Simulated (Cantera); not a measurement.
A perfectly stirred reactor is fed with CH4 : H2 = 1 : 7.5 (molar parts), at 1.01 bar; it is held at 1725 K, and followed from long to short residence time.

Computed with Cantera and GRI-Mech 3.0 (53 species, 325 reactions). GRI-Mech 3.0 stops at C3 and has no aromatics, soot or wall deposition, so with more carbon than oxygen in the feed, carbon stays in small species such as C2H2 where larger ones or solid carbon would form.

```csv
quantity,before,after
x(CH4) at τ = 0.480 s,0.0321,0.0713
x(H2) at τ = 0.480 s,0.929,0.906
x(C2H2) at τ = 0.480 s,0.0369,0.0194
x(CH2) at τ = 0.480 s,2.37e-8,1.63e-6
x(C2H6) at τ = 0.480 s,5.55e-6,9.19e-6
x(CH4) at τ = 17.0 ms,0.0882,0.117
x(H2) at τ = 17.0 ms,0.898,0.882
x(C2H2) at τ = 17.0 ms,0.0123,8.83e-6
x(CH2) at τ = 17.0 ms,5.50e-8,5.67e-8
x(C2H6) at τ = 17.0 ms,3.13e-5,7.23e-7
```

Task: Which change was made?
A) pressure from 1.01 bar to 2.93 Torr
B) H2 7.5 to 1.1 parts
C) CH4 1 to 0.77 parts
D) CH4 1 to 2.1 parts

Result: A, pressure from 1.01 bar to 2.93 Torr
